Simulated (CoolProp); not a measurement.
The fluid at 526.2 K and 7.74 MPa (supercritical) is heated at constant pressure to 555.9 K. The same conditions are run with several fluids, on thermodynamics alone (safety and materials aside).

The numbers come from the reference Helmholtz-energy equation of state of each fluid (carbonyl sulfide: Lemmon 2006; propylene: Lemmon 2013; isobutane: Bücker 2006; n-hexane: Thol 2019) in CoolProp.

```
fluid             heat (kJ/kg)  final density (kg/m³)
----------------  ------------  ---------------------
carbonyl sulfide          29.4                    113
propylene                 79.6                   80.1
isobutane                 96.7                    126
n-hexane                   108                    342
```
